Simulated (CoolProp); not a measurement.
Vapour-liquid equilibrium of R22 (1) + C3F8 (R218) (2) at 26.15 °C; x and y are mole fractions of (1).

Values from CoolProp's multi-fluid Helmholtz-energy mixture model, Kamei 1995 and Lemmon 2006; pair parameters Bell 2016.

```tsv
x	bubble pressure, mixture model (bar)	bubble pressure, Raoult's law (bar)	y, mixture model	y, Raoult's law
0.05	9.605	9.037	0.096	0.060
0.2	11.21	9.310	0.305	0.231
0.35	12.24	9.584	0.444	0.393
0.5	12.78	9.857	0.548	0.546
0.65	12.90	10.13	0.639	0.691
0.8	12.58	10.40	0.741	0.828
0.95	11.47	10.68	0.907	0.958
```

The largest gap from Raoult's law is +29.7 % in bubble pressure, at x = 0.5. y crosses x between x = 0.5 and 0.65: the model has an azeotrope there.

The pair parameters rest on a limited set of measurements; away from them the model extrapolates.
